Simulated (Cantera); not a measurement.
A perfectly stirred reactor is fed with 26.2 % H2, 14.7 % O2, 59.0 % N2, equivalence ratio 0.89, at 0.790 atm; it is adiabatic with a 400 K inlet, and is followed from long to short residence time, starting on the burning branch (τ in s: 0.083, 0.04, 0.019, 0.0092, 0.0044, 0.0021, 0.001, 0.00049, 0.00024, 0.00011, 5.5e-05, 2.7e-05).

Detailed kinetics in Cantera: the H2/O2 subset of GRI-Mech 3.0, which has no nitrogen chemistry.

Q: Predict: blow-out, bracketed by the residence times tried; x(H2) at τ = 83.0 ms; x(O2) at τ = 83.0 ms; x(OH) at τ = 83.0 ms; x(H) at τ = 83.0 ms; x(HO2) at τ = 83.0 ms; x(H2) at τ = 1.00 ms; x(O2) at τ = 1.00 ms; x(OH) at τ = 1.00 ms; x(H) at τ = 1.00 ms; x(HO2) at τ = 1.00 ms.

A: 
* **blow-out, bracketed by the residence times tried**: burning at 27.0 µs, the shortest tried
* **x(H2) at τ = 83.0 ms**: 0.00558
* **x(O2) at τ = 83.0 ms**: 0.0193
* **x(OH) at τ = 83.0 ms**: 0.00767
* **x(H) at τ = 83.0 ms**: 0.000929
* **x(HO2) at τ = 83.0 ms**: 2.24e-6
* **x(H2) at τ = 1.00 ms**: 0.0226
* **x(O2) at τ = 1.00 ms**: 0.0263
* **x(OH) at τ = 1.00 ms**: 0.0139
* **x(H) at τ = 1.00 ms**: 0.0112
* **x(HO2) at τ = 1.00 ms**: 7.39e-6
